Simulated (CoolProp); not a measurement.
Vapour-liquid equilibrium of carbon dioxide (1) + 1-butene (2) at 270.7 K; x and y are mole fractions of (1).

The numbers come from the multi-fluid Helmholtz-energy mixture model, Span 1996 and Lemmon 2005; pair parameters Bell 2016 in CoolProp.

```json
[
 {"x": "0.05", "bubble pressure (MPa)": "0.2952", "y at the bubble point": "0.604", "dew pressure at overall composition x (MPa)": "0.1237", "liquid density (mol/L)": "11.39"},
 {"x": "0.2", "bubble pressure (MPa)": "0.8553", "y at the bubble point": "0.867", "dew pressure at overall composition x (MPa)": "0.1471", "liquid density (mol/L)": "12.41"},
 {"x": "0.35", "bubble pressure (MPa)": "1.375", "y at the bubble point": "0.921", "dew pressure at overall composition x (MPa)": "0.1810", "liquid density (mol/L)": "13.56"},
 {"x": "0.5", "bubble pressure (MPa)": "1.811", "y at the bubble point": "0.944", "dew pressure at overall composition x (MPa)": "0.2348", "liquid density (mol/L)": "14.89"},
 {"x": "0.65", "bubble pressure (MPa)": "2.190", "y at the bubble point": "0.959", "dew pressure at overall composition x (MPa)": "0.3336", "liquid density (mol/L)": "16.42"},
 {"x": "0.8", "bubble pressure (MPa)": "2.579", "y at the bubble point": "0.973", "dew pressure at overall composition x (MPa)": "0.5762", "liquid density (mol/L)": "18.25"},
 {"x": "0.95", "bubble pressure (MPa)": "3.065", "y at the bubble point": "0.992", "dew pressure at overall composition x (MPa)": "1.953", "liquid density (mol/L)": "20.51"}
]
```

No azeotrope shows between x = 0.05 and 0.95.

The pair parameters rest on a limited set of measurements; away from them the model extrapolates. The gap from Raoult's law changes sign with composition, which may be real or a fault of the pair parameters; it wasn't checked against measurements.
